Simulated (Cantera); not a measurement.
A closed system holds: 1 mol SiCl4, 23 mol NO, 49 mol H2, held at 1000 K and 0.00380 bar.

These are equilibrium values from Cantera (NASA tables, ideal gas, pure condensed phases), not measurements of a reactor. Candidate condensed phases: H2O, NH4Cl, Si, SiO2, Si2N2O, Si3N4; 47 gas species. Rates play no part.

Question: What is the equilibrium state?

Answer: 
```
Item                                  Value
--------------------------------  ---------
x(H2)                                 0.416
x(H2O)                                0.336
x(N2)                                 0.184
x(HCl)                               0.0640
n(SiO2(β-quartz))                  1.00 mol
gas amount                        62.50 mol
log10 activity of Si(s) (absent)     -17.84
```
